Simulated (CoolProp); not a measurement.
A closed Brayton cycle with nitrogen: compressor inlet 306.15 K and 0.56 MPa, high pressure 1.31 MPa, turbine inlet 855 K, compressor efficiency 0.8, turbine efficiency 0.93, recuperator effectiveness 0 (on enthalpy, no pinch check). Each further row changes one setting.

Values from CoolProp's reference Helmholtz-energy equation of state, Span 2000.

```json
[
 {"case": "as stated", "thermal efficiency (%)": "…", "net work (kJ/kg)": "70.8", "compressor to turbine work": "0.61", "compressor exit (K)": "411.2", "turbine exit (K)": "694.0"},
 {"case": "turbine inlet 805 K", "thermal efficiency (%)": "…", "net work (kJ/kg)": "60.1", "compressor to turbine work": "0.65", "compressor exit (K)": "411.2", "turbine exit (K)": "652.0"},
 {"case": "compressor inlet 316.15 K", "thermal efficiency (%)": "14.3", "net work (kJ/kg)": "…", "compressor to turbine work": "0.63", "compressor exit (K)": "424.6", "turbine exit (K)": "694.0"},
 {"case": "high pressure 1.11 MPa", "thermal efficiency (%)": "…", "net work (kJ/kg)": "62.3", "compressor to turbine work": "…", "compressor exit (K)": "388.7", "turbine exit (K)": "…"},
 {"case": "recuperator effectiveness 0.5", "thermal efficiency (%)": "…", "net work (kJ/kg)": "70.8", "compressor to turbine work": "0.61", "compressor exit (K)": "411.2", "turbine exit (K)": "694.0"}
]
```

Problem. Fill in the missing entries.

Solution. 
- as stated, thermal efficiency (%): 14.7
- turbine inlet 805 K, thermal efficiency (%): 14.1
- compressor inlet 316.15 K, net work (kJ/kg): 67.2
- high pressure 1.11 MPa, thermal efficiency (%): 12.3
- high pressure 1.11 MPa, compressor to turbine work: 0.58
- high pressure 1.11 MPa, turbine exit (K): 723.0
- recuperator effectiveness 0.5, thermal efficiency (%): 21.3
